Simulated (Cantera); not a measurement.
Feed: 1 mol MgCO3, 3.8 mol CO2, 0.45 mol H2, at 2200 K and 7.50 Torr.

These are equilibrium values from Cantera (NASA tables, ideal gas, pure condensed phases), not measurements of a reactor. Candidate condensed phases: C, C6H6, C7H8, C8H18, H2O, Mg, MgCO3, MgO, Mg(OH)2; 116 gas species. Equilibrium is a limit: real reactors are often held back by kinetics, nucleation or transport.

Question: What is the equilibrium state?

Answer: 
```json
{
  "x(CO2)": "0.674",
  "x(CO)": "0.183",
  "x(H2O)": "0.0704",
  "x(O2)": "0.0492",
  "x(OH)": "0.00920",
  "x(O)": "0.00600",
  "x(H2)": "0.00362",
  "x(H)": "0.00339",
  "x(Mg)": "0.00104",
  "n(MgO(s))": "0.993 mol",
  "gas_amount": "5.601 mol",
  "log10 activity of Mg(l) (absent)": "-6.78",
  "log10 activity of C(graphite) (absent)": "-8.27"
}
```
